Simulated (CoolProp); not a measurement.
n-pentane at 471.6 K and 5.79 MPa is throttled through a valve to 0.826 MPa with no heat exchange. Each further row changes one setting.

Model: reference Helmholtz-energy equation of state, Thol 2019, in CoolProp.

| case | temperature change (K) | final phase | final density (kg/m³) |
|---|---|---|---|
| as stated | -83.1 | two-phase, vapour fraction 0.926 | 24.6 |
| outlet pressure 0.248 MPa | -103.6 | gas | 6.22 |
| outlet pressure 1.07 MPa | -70.1 | two-phase, vapour fraction 0.845 | 35.2 |
